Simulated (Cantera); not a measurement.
An isothermal, constant-pressure homogeneous reactor starts with 3.03 % CH4, 97.0 % H2, at 1525 K and 0.0133 bar.

Detailed kinetics in Cantera: GRI-Mech 3.0 (53 species, 325 reactions). GRI-Mech 3.0 stops at C3 and has no aromatics, soot or wall deposition, so with more carbon than oxygen in the feed, carbon stays in small species such as C2H2 where larger ones or solid carbon would form. Radical loss at walls, strong at low pressure, is not modelled.

**Question.** Predict: x(CH4) at 2.00 s; x(H2) at 2.00 s; x(C2H4) at 2.00 s; x(C2H6) at 2.00 s; x(CH3) at 2.00 s; x(C2H2) at 2.00 s.

**Answer.** 
- x(CH4) at 2.00 s: 0.0284 (gas-phase equilibrium 0.00101)
- x(H2) at 2.00 s: 0.970 (gas-phase equilibrium 0.985)
- x(C2H4) at 2.00 s: 3.05e-5 (gas-phase equilibrium 4.10e-5)
- x(C2H6) at 2.00 s: 1.13e-6 (gas-phase equilibrium 3.85e-9)
- x(CH3) at 2.00 s: 9.88e-5 (gas-phase equilibrium 4.24e-6)
- x(C2H2) at 2.00 s: 0.000837 (gas-phase equilibrium 0.0142)
